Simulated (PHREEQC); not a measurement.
A made-up water analysis in mg/kgw, 25 °C, pH 6.41:

```tsv
constituent	mg/kgw
Na	2670
K	764
Ca	439
Mg	451
Cl	6230
S(6) as SO4	883
Alkalinity as HCO3	0.922
Si as SiO2	3.54
```

Valence states are taken as typed.

Model: Pitzer model, pitzer.dat, run in PHREEQC.

Q: The ionic strength comes out as 0.233 mol/kgw. What activity coefficients do Ca+2, Cl-, HCO3-, Na+, Mg+2 get?

A: Ca+2 0.28, Cl- 0.70, HCO3- 0.75, Na+ 0.74, Mg+2 0.30. Single-ion values are on the MacInnes scale.

This is a speciation only: nothing precipitates in the calculation. Complexes and solids missing from the database can't appear.
